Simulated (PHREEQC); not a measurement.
Make-up at 25 °C: 0.069 mol Al2(SO4)3 and 0.00066 mol Na2SO4 per kg of water. Closed to the air; pH follows from the charge balance.

Equilibrium calculation in PHREEQC: ion-association model, phreeqc.dat.

```json
{
 "pH": "3.87",
 "ionic_strength": "0.210 mol/kgw"
}
```

| species | molality | activity | log γ |
|---|---|---|---|
| AlSO4+ | 0.0888 | 0.0644 | -0.139 |
| SO4-2 | 0.0454 | 0.0130 | -0.542 |
| Al(SO4)2- | 0.0366 | 0.0266 | -0.139 |
| Al+3 | 0.0122 | 0.00156 | -0.893 |
| Na+ | 0.00124 | 0.000923 | -0.128 |
| AlOH+2 | 0.000380 | 0.000116 | -0.516 |
| HSO4- | 0.000228 | 0.000169 | -0.128 |
| H+ | 0.000168 | 0.000134 | -0.099 |
| NaSO4- | 8.12e-5 | 6.03e-5 | -0.129 |
| Al(OH)2+ | 9.11e-6 | 6.77e-6 | -0.129 |
| AlHSO4+2 | 2.49e-6 | 7.63e-7 | -0.513 |
| Al(OH)3 | 7.09e-9 | 7.44e-9 | 0.021 |

This is a speciation only: nothing precipitates in the calculation. The solution is supersaturated, for example in Gibbsite (slow to form), so a real one may precipitate; this is no full list.
